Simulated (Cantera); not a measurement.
Input (Python, Cantera):

```python
import numpy as np
import cantera as ct

gas = ct.Solution("gri30.yaml", transport_model="multicomponent")
show = ['NO', 'O', 'H']

rows = []
print(f"{'T/K':>7s}{'rho':>11s}{'cp':>10s}{'mu':>11s}{'lambda':>11s}{'Pr':>7s}" + "".join(f"{'D_' + s:>11s}" for s in show))
for T in [400, 650, 900, 1150, 1400, 1650]:
    gas.TPX = T, 400, {'CH3OH': 0.65, 'N2': 0.56, 'CH4': 0.34}
    Pr = gas.cp_mass * gas.viscosity / gas.thermal_conductivity
    D = [gas.mix_diff_coeffs_mole[gas.species_index(s)] for s in show]
    rows.append([gas.density, gas.cp_mass, gas.viscosity, gas.thermal_conductivity, Pr, *D])
    print(f"{T:7g}{gas.density:11.4e}{gas.cp_mass:10.1f}{gas.viscosity:11.4e}"
          f"{gas.thermal_conductivity:11.4e}{Pr:7.3f}" + "".join(f"{d:11.4e}" for d in D))
print("SI units: kg/m3, J/kg/K, Pa s, W/m/K, m2/s")
```

It prints:

```
    T/K        rho        cp         mu     lambda     Pr       D_NO        D_O        D_H
    400 3.2566e-03    1515.6 1.6193e-05 3.4344e-02  0.715 7.7384e-03 1.2223e-02 4.5027e-02
    650 2.0041e-03    1954.7 2.4433e-05 6.5913e-02  0.725 1.8181e-02 2.8523e-02 1.0727e-01
    900 1.4474e-03    2298.0 3.1557e-05 9.9487e-02  0.729 3.1738e-02 4.9644e-02 1.8843e-01
   1150 1.1327e-03    2569.6 3.7882e-05 1.3311e-01  0.731 4.8024e-02 7.5005e-02 2.8606e-01
   1400 9.3047e-04    2765.8 4.3624e-05 1.6476e-01  0.732 6.6797e-02 1.0424e-01 3.9864e-01
   1650 7.8949e-04    2912.4 4.8928e-05 1.9451e-01  0.733 8.7885e-02 1.3707e-01 5.2510e-01
SI units: kg/m3, J/kg/K, Pa s, W/m/K, m2/s
```

Model: GRI-Mech 3.0 (53 species, 325 reactions), integrated in Cantera. Polar gases are described roughly by these parameters. The composition is frozen, though it would react at the higher temperatures.
